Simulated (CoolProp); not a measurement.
Tetrahydrofuran at several states: fugacity coefficient from the reference equation and from simpler models built on Tc = 267.0 °C, pc = 5.304 MPa, ω = 0.234; each cubic takes its own stable root.

Model: reference Helmholtz-energy equation of state, Fiedler 2023, in CoolProp.

```
T (°C)  p (MPa)   phase  reference
------  -------  ------  ---------
41.25      0.02     gas     0.9932
-25.95     1.04  liquid   0.001319
194.25     12.8  liquid     0.1583
20.95      7.61  liquid   0.003029
```

Q: How far does each simpler model (van der Waals, Peng-Robinson) lie from the reference over these 4 states: mean and median of the absolute difference, and the worst?

A: 
- van der Waals: mean 1841.3 %, median 761.3 %, worst +5842.4 % at -25.95 °C and 1.04 MPa
- Peng-Robinson: mean 1.9 %, median 0.5 %, worst +6.6 % at -25.95 °C and 1.04 MPa
